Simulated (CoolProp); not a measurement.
Saturation properties of R134a (Tc = 101.1 °C, pc = 4.059 MPa, ω = 0.327).

The numbers come from the reference Helmholtz-energy equation of state, Tillner-Roth 1994 in CoolProp.

```tsv
T (°C)	p (MPa)	vapour Z	surface tension (mN/m)	liquid viscosity (µPa s)
17.15	0.5230	0.8695	9.07	215
22.25	0.6125	0.8549	8.39	202
27.35	0.7132	0.8392	7.72	189
32.55	0.8282	0.8221	7.05	177
37.65	0.9540	0.8041	6.41	166
42.75	1.094	0.7849	5.78	156
47.95	1.251	0.7639	5.14	146
53.05	1.422	0.7418	4.54	136
58.15	1.609	0.7180	3.95	127
63.25	1.815	0.6924	3.37	118
```

It boils at -26.1 °C under 1 atm.

Viscosity comes from a separate model (Huber 2003), an estimate that may be off by 10 % or more. Surface tension comes from a separate correlation (Mulero 2012).
